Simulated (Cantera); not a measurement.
Equilibrium for thermal oxidation and active oxidation of silicon: Si + N₂O + H₂

Feed: 1 mol Si, 2.1 mol N₂O, 1.1 mol H₂, equilibrated at 100000 Pa.

Equilibrium computed with Cantera from the NASA thermochemical tables; the gas is ideal and each condensed phase is pure. Candidate condensed phases: H₂O, Si, SiO₂, Si₂N₂O, Si₃N₄; 35 gas species. The tables hold silica as quartz up to 1696 K and as liquid above; real silica turns to tridymite and cristobalite and melts near 1996 K. Gases not in the tables: Si(OH)₄. The numbers say what is thermodynamically allowed, not how fast it happens.

From 923 K to 1623 K the condensed part is SiO₂(β-quartz). From 1723 K to 1923 K the condensed part is SiO₂(condensed). From 2023 K to 2223 K the condensed part is SiO₂(l).

| T (K) | x N₂ | x H₂ | x H₂O | x SiO | x H | x NH₃ | n SiO₂(β-quartz) | n SiO₂(condensed) | n SiO₂(l) |
|---|---|---|---|---|---|---|---|---|---|
| 923 | 0.656 | 0.312 | 0.0313 | <1e-12 | 1.37e-10 | 0.000143 | 1.00 | 0 | 0 |
| 1023 | 0.656 | 0.312 | 0.0313 | <1e-12 | 2.31e-9 | 7.09e-5 | 1.00 | 0 | 0 |
| 1123 | 0.656 | 0.312 | 0.0313 | <1e-12 | 2.38e-8 | 3.97e-5 | 1.00 | 0 | 0 |
| 1223 | 0.656 | 0.312 | 0.0313 | <1e-12 | 1.68e-7 | 2.43e-5 | 1.00 | 0 | 0 |
| 1323 | 0.656 | 0.312 | 0.0313 | 5.06e-11 | 8.86e-7 | 1.60e-5 | 1.00 | 0 | 0 |
| 1423 | 0.656 | 0.312 | 0.0313 | 1.63e-9 | 3.71e-6 | 1.12e-5 | 1.00 | 0 | 0 |
| 1523 | 0.656 | 0.312 | 0.0312 | 3.30e-8 | 1.29e-5 | 8.19e-6 | 1.00 | 0 | 0 |
| 1623 | 0.656 | 0.312 | 0.0312 | 4.55e-7 | 3.86e-5 | 6.22e-6 | 1.000 | 0 | 0 |
| 1723 | 0.656 | 0.312 | 0.0313 | 4.55e-6 | 0.000102 | 4.88e-6 | 0 | 1.000 | 0 |
| 1823 | 0.656 | 0.312 | 0.0313 | 3.41e-5 | 0.000242 | 3.94e-6 | 0 | 1.000 | 0 |
| 1923 | 0.656 | 0.312 | 0.0314 | 0.000204 | 0.000526 | 3.24e-6 | 0 | 0.999 | 0 |
| 2023 | 0.655 | 0.311 | 0.0322 | 0.000991 | 0.00106 | 2.71e-6 | 0 | 0 | 0.997 |
| 2123 | 0.653 | 0.306 | 0.0349 | 0.00383 | 0.00199 | 2.27e-6 | 0 | 0 | 0.988 |
| 2223 | 0.648 | 0.295 | 0.0421 | 0.0114 | 0.00348 | 1.86e-6 | 0 | 0 | 0.963 |
x: gas mole fraction; n: condensed amount in mol.
